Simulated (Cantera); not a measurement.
Input (Python, Cantera) and output of one run.

```python
import numpy as np
import cantera as ct

gas_names = """
    CL CL2 H HCL H2 N NH NH2 NH3 N2 N2H2 N2H4 Si SiCL SiCL2 SiCL3 SiCL4 SiH SiHCL3 SiH2 SiH2CL2 SiH3
    SiH3CL SiH4 SiN Si2 Si2N Si3
""".split()
cond_names = """
    NH4CL(a) NH4CL(b) Si(cr) Si(L) Si3N4(a)
""".split()


# ... load() reads the species with a 1 bar reference pressure and builds the phases ...
atoms = {
    'SiH2Cl2': {'Si': 1, 'H': 2, 'CL': 2},
    'NH3': {'N': 1, 'H': 3},
    'H2': {'H': 2},
}
top_T = {'Si3N4(a)': 2400}  # K; cautious upper limits of use, not melting points


# ... equilibrate(T, P, feed) seeds the gas with the atoms and calls Mixture.equilibrate('TP', solver="vcs", rtol=1e-11, max_steps=5000) ...
results = []
feed = {'SiH2Cl2': 1, 'NH3': 0.23, 'H2': 0.8}  # mol
T = 1900  # K
P = 100000  # Pa
mix = equilibrate(T, P, feed)
results.append((T, P, feed, dict(zip(mix.species_names, mix.species_moles))))
print(gas.report(threshold=0.001))
for i in range(1, mix.n_phases):
    print(f"{mix.phase(i).name:16s} {mix.phase_moles(i):12.5e} mol")
```

It prints:

```
       temperature   1900 K
          pressure   1e+05 Pa
           density   0.18996 kg/m^3
  mean mol. weight   30.008 kg/kmol
   phase of matter   gas

                          1 kg             1 kmol
                     ---------------   ---------------
          enthalpy             81249        2.4381e+06  J
   internal energy       -4.4519e+05       -1.3359e+07  J
           entropy            8389.3        2.5175e+05  J/K
    Gibbs function       -1.5858e+07       -4.7589e+08  J
 heat capacity c_p            1321.4             39654  J/K
 heat capacity c_v            1044.3             31339  J/K

                      mass frac. Y      mole frac. X     chem. pot. / RT
                     ---------------   ---------------   ---------------
               HCL           0.23726           0.19529            -33.62
                H2           0.03804           0.56623           -19.887
                N2            0.0333          0.035671           -30.102
             SiCL2           0.60114           0.18224           -52.943
             SiCL3          0.070607          0.015761           -76.619
             SiCL4          0.010415         0.0018397            -100.3
            SiHCL3         0.0076186          0.001688           -86.563
     [  +21 minor]         0.0016165         0.0012785

Si(L)             3.48617e-01 mol
Si3N4(a)          0.00000e+00 mol
```

Method: chemical equilibrium by Gibbs-energy minimisation in Cantera with the NASA 1993 tables (ideal gas, pure condensed phases). The tables' values for SiCl3, SiCl are old estimates; treat these amounts as uncertain. Gases not in the tables: Si2H6 and higher silanes.
